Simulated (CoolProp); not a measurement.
The fluid at 293.15 K and 0.441 MPa expands adiabatically to 0.0707 MPa with isentropic efficiency 0.85. The same conditions are run with several fluids, on thermodynamics alone (safety and materials aside).

Computed with CoolProp (reference Helmholtz-energy equation of state of each fluid (ethane: Bücker 2006; normal hydrogen: Leachman 2009; propane: Lemmon 2009; propylene: Lemmon 2013; R143a: Lemmon and Jacobsen 2000)).

```tsv
fluid	work (kJ/kg)	final temperature (K)	final density (kg/m³)
ethane	___	___	___
normal hydrogen	___	___	0.0908
propane	72.8	238.5	1.61
propylene	___	___	1.57
R143a	38.3	241.7	___
```

### Question
Complete the blanks.

### Answer

- ethane, work (kJ/kg): 105
- ethane, final temperature (K): 223.1
- ethane, final density (kg/m³): 1.16
- normal hydrogen, work (kJ/kg): 1460
- normal hydrogen, final temperature (K): 188.8
- propylene, work (kJ/kg): 75.5
- propylene, final temperature (K): 232.7
- R143a, final density (kg/m³): 3.04
